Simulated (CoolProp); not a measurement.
Model: reference Helmholtz-energy equation of state, Lemmon 2016, in CoolProp.

**Question.** Give the vapour pressure (MPa), vapour density (kg/m³), enthalpy of vaporisation (kJ/kg) of saturated R365MFC at 301.7, 351.8 K.

**Answer.** 
```json
[
 {"T (K)": "301.7", "p (MPa)": "0.0654", "vapour density (kg/m³)": "3.99", "enthalpy of vaporisation (kJ/kg)": "194"},
 {"T (K)": "351.8", "p (MPa)": "0.339", "vapour density (kg/m³)": "19.2", "enthalpy of vaporisation (kJ/kg)": "168"}
]
```
